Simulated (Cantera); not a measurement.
# Oxide etching and cleaning by halides: MgO + SiCl4 + Cl2

Charge: 1 mol MgO, 1.3 mol SiCl4, 0.92 mol Cl2, held at 1152 °C and 0.413 Torr.

Cantera equilibrium calculation (NASA polynomials, part measured and part estimated; ideal gas, pure solids and liquids). Candidate condensed phases: Mg, MgCl2, MgO, MgSiO3, Mg2SiO4, Si, SiO2; 20 gas species. The tables' values for SiCl3 are old estimates; treat these amounts as uncertain. The tables hold silica as quartz up to 1696 K and as liquid above; real silica turns to tridymite and cristobalite and melts near 1996 K. Equilibrium is a limit: real reactors are often held back by kinetics, nucleation or transport.

```
Property                             Result
--------------------------------  ---------
x(Cl)                                 0.396
x(MgCl2)                              0.295
x(SiCl4)                              0.235
x(Cl2)                               0.0732
x(SiCl3)                           0.000370
x(SiCl2)                            2.29e-6
n(SiO2(β-quartz))                 0.500 mol
gas amount                        3.393 mol
log10 activity of Si(s) (absent)     -12.56
log10 activity of Mg(l) (absent)     -14.56
```
